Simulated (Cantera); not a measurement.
A perfectly stirred reactor is fed with C₂H₆ : N₂ = 1 : 6.5 (molar parts), at 0.00681 atm; it is held at 1748 K, and followed from long to short residence time.

Computed with Cantera and GRI-Mech 3.0 (53 species, 325 reactions). GRI-Mech 3.0 stops at C3 and has no aromatics, soot or wall deposition, so with more carbon than oxygen in the feed, carbon stays in small species such as C2H2 where larger ones or solid carbon would form. Radical loss at walls, strong at low pressure, is not modelled.

### Question
What does this change do: pressure from 0.00681 atm to 0.0118 atm?

### Answer
```
quantity                  before     after
----------------------  --------  --------
x(C₂H₆) at τ = 14.0 s    4.22e-6   2.88e-6
x(CH₃) at τ = 14.0 s    0.000380  0.000288
x(CH₄) at τ = 14.0 s     0.00308   0.00274
x(HCN) at τ = 14.0 s    0.000343  0.000336
x(H₂) at τ = 14.0 s        0.205     0.206
x(C₂H₆) at τ = 58.0 ms  0.000888  0.000589
x(CH₃) at τ = 58.0 ms    0.00587   0.00438
x(CH₄) at τ = 58.0 ms     0.0289    0.0256
x(HCN) at τ = 58.0 ms    2.11e-5   2.40e-5
x(H₂) at τ = 58.0 ms       0.162     0.169
```

### Question
What does this change do: C2H6 1 to 0.13 parts?

### Answer
```
quantity                  before     after
----------------------  --------  --------
x(C₂H₆) at τ = 14.0 s    4.22e-6   1.15e-6
x(CH₃) at τ = 14.0 s    0.000380  0.000116
x(CH₄) at τ = 14.0 s     0.00308  0.000390
x(HCN) at τ = 14.0 s    0.000343  0.000840
x(H₂) at τ = 14.0 s        0.205    0.0368
x(C₂H₆) at τ = 58.0 ms  0.000888  0.000230
x(CH₃) at τ = 58.0 ms    0.00587   0.00183
x(CH₄) at τ = 58.0 ms     0.0289   0.00310
x(HCN) at τ = 58.0 ms    2.11e-5   6.37e-5
x(H₂) at τ = 58.0 ms       0.162    0.0295
```
